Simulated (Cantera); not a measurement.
An isothermal, constant-pressure homogeneous reactor starts with C2H6 : N2 = 1 : 160 (molar parts), at 1750 K and 0.0263 atm.

Cantera simulation using GRI-Mech 3.0 (53 species, 325 reactions); the numbers are that mechanism's predictions, not measurements. GRI-Mech 3.0 stops at C3 and has no aromatics, soot or wall deposition, so with more carbon than oxygen in the feed, carbon stays in small species such as C2H2 where larger ones or solid carbon would form. Radical loss at walls, strong at low pressure, is not modelled.

One state of this run: x C2H6 = 1.11e-9; x HCN = 9.49e-5; x H2 = 0.0121; x H = 0.000118; x CH2 = 1.21e-7; x C2H4 = 2.45e-7. x: mole fraction; the columns are a selection and need not sum to one.

Which value of t (s) does it belong to?
A) 0.000220
B) 0.0126
C) 2.00
D) 0.727

D, 0.727
